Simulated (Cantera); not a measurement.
# Moist CO burnout

An isothermal, constant-pressure homogeneous reactor starts with 0.139 % CO, 0.209 % O2, 0.199 % H2O, 99.5 % N2, at 900 K and 1.38 atm.

Cantera simulation using GRI-Mech 3.0 (53 species, 325 reactions); the numbers are that mechanism's predictions, not measurements.

```json
[
 {"t (s)": "5.00e-6", "x CO": "0.00139", "x O2": "0.00209", "x H2O": "0.00199", "x CO2": "<1e-12", "x HO2": "<1e-12"},
 {"t (s)": "1.84e-5", "x CO": "0.00139", "x O2": "0.00209", "x H2O": "0.00199", "x CO2": "<1e-12", "x HO2": "<1e-12"},
 {"t (s)": "6.74e-5", "x CO": "0.00139", "x O2": "0.00209", "x H2O": "0.00199", "x CO2": "<1e-12", "x HO2": "<1e-12"},
 {"t (s)": "0.000247", "x CO": "0.00139", "x O2": "0.00209", "x H2O": "0.00199", "x CO2": "<1e-12", "x HO2": "<1e-12"},
 {"t (s)": "0.000909", "x CO": "0.00139", "x O2": "0.00209", "x H2O": "0.00199", "x CO2": "<1e-12", "x HO2": "<1e-12"},
 {"t (s)": "0.00334", "x CO": "0.00139", "x O2": "0.00209", "x H2O": "0.00199", "x CO2": "1.32e-12", "x HO2": "<1e-12"},
 {"t (s)": "0.0122", "x CO": "0.00139", "x O2": "0.00209", "x H2O": "0.00199", "x CO2": "6.66e-12", "x HO2": "1.37e-12"},
 {"t (s)": "0.0450", "x CO": "0.00139", "x O2": "0.00209", "x H2O": "0.00199", "x CO2": "3.90e-11", "x HO2": "1.19e-11"},
 {"t (s)": "0.165", "x CO": "0.00139", "x O2": "0.00209", "x H2O": "0.00199", "x CO2": "2.44e-10", "x HO2": "6.57e-11"},
 {"t (s)": "0.606", "x CO": "0.00139", "x O2": "0.00209", "x H2O": "0.00199", "x CO2": "2.39e-9", "x HO2": "3.84e-10"},
 {"t (s)": "2.23", "x CO": "0.00139", "x O2": "0.00209", "x H2O": "0.00199", "x CO2": "8.66e-8", "x HO2": "7.81e-9"},
 {"t (s)": "8.17", "x CO": "0.00137", "x O2": "0.00208", "x H2O": "0.00199", "x CO2": "2.08e-5", "x HO2": "2.07e-7"},
 {"t (s)": "30.0", "x CO": "0.00124", "x O2": "0.00201", "x H2O": "0.00199", "x CO2": "0.000155", "x HO2": "2.14e-7"}
]
```
x: mole fraction; the columns are a selection and need not sum to one.

Equilibrium at this temperature and pressure: CO <1e-12, O2 0.00139, H2O 0.00199, CO2 0.00139, HO2 <1e-12 (gas phase only).
